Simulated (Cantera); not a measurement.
Feed: 1 mol B₂O₃, 1 mol HCl, 39 mol N₂, 1.1 mol Cl₂, held at 0.810 bar.

Equilibrium computed with Cantera from the NASA thermochemical tables; the gas is ideal and each condensed phase is pure. Candidate condensed phases: B, BN, B₂O₃, B₃O₃H₃, H₂O, NH₄Cl; 49 gas species. The numbers say what is thermodynamically allowed, not how fast it happens.

Problem. What share of the B ends up in condensed phases as a function of T (K), at 1498, 1573, 1648, 1723, 1798, 1873, 1948?

Solution. 
| T (K) | B condensed (%) | as |
|---|---|---|
| 1498 | 99.0 | B₂O₃(l) |
| 1573 | 97.8 | B₂O₃(l) |
| 1648 | 95.0 | B₂O₃(l) |
| 1723 | 88.4 | B₂O₃(l) |
| 1798 | 72.6 | B₂O₃(l) |
| 1873 | 35.5 | B₂O₃(l) |
| 1948 | 0.0 | - |
